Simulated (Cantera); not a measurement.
Transport properties of process gases

Gas mixture: CO2 = 0.59 (molar parts), at 1.05 Torr, frozen composition.

Cantera's kinetic-theory transport with the Lennard-Jones parameters of GRI-Mech 3.0, ideal gas; thermal conductivity in the mixture-averaged form.

```
T (K)  ρ (kg/m³)  cp (J/kg/K)  μ (µPa s)  λ (mW/m/K)     Pr  D (cm²/s) NO  D (cm²/s) CO2  D (cm²/s) NH3
-----  ---------  -----------  ---------  ----------  -----  ------------  -------------  -------------
400      0.00185        937.9       19.8        25.3  0.731           189          36700            203
500      0.00148         1014       24.0        33.3  0.731           281          55600            314
600      0.00124         1076       27.9        41.0  0.731           386          77400            444
700      0.00106         1127       31.5        48.5  0.731           503         102000            591
800     0.000926         1169       34.8        55.7  0.731           632         129000            756
900     0.000823         1204       38.0        62.6  0.731           772         159000            936
```
D: mixture-averaged diffusion coefficient of that species in the mixture.
